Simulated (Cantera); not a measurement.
Input: 1 mol AlCl₃, 2 mol O₂, 46 mol N₂, 8.6 mol HCl, equilibrated at 725 °C.

These are equilibrium values from Cantera (NASA tables, ideal gas, pure condensed phases), not measurements of a reactor. Candidate condensed phases: Al, AlCl₃, AlN, Al₂O₃, H₂O, NH₄Cl; 45 gas species. Condensed phases not in the tables: AlOCl. The numbers say what is thermodynamically allowed, not how fast it happens.

Problem. At 1000 Pa, list the 6 most abundant gas species with their mole fractions, and the condensed phases.

Solution. N₂ 0.803, HCl 0.143, Cl₂ 0.0293, O₂ 0.0201, H₂O 0.00341, Cl 0.000647. Condensed: Al₂O₃(s).
